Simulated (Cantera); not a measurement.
Charge: 1 mol TEOS, 5.3 mol H2O, 34 mol H2, held at 1027 °C and 1400 Pa.

Method: chemical equilibrium by Gibbs-energy minimisation in Cantera with the NASA 1993 tables (ideal gas, pure condensed phases). Candidate condensed phases: C, C6H6, C7H8, C8H18, H2O, Si, SiC, SiO2; 123 gas species. The feed counts by its element totals alone. The tables hold silica as quartz up to 1696 K and as liquid above; real silica turns to tridymite and cristobalite and melts near 1996 K. Rates play no part.

Base state: H2 0.871, CO 0.129, CH4 8.35e-5, H2O 1.43e-5 (mole fractions); condensed: C(graphite) + SiO2(β-quartz).

Problem. What changes in the equilibrium state with this change: temperature from 1027 °C to 575 °C?

Solution. 
```csv
species,before,after
H2,0.871,0.866
CO,0.129,0.113
H2O,1.43e-5,0.0101
CH4,8.35e-5,0.00672
CO2,1.20e-6,0.00410
"C(graphite), mol",0.696,1.12
"SiO2(β-quartz), mol",0.999,1.00
```
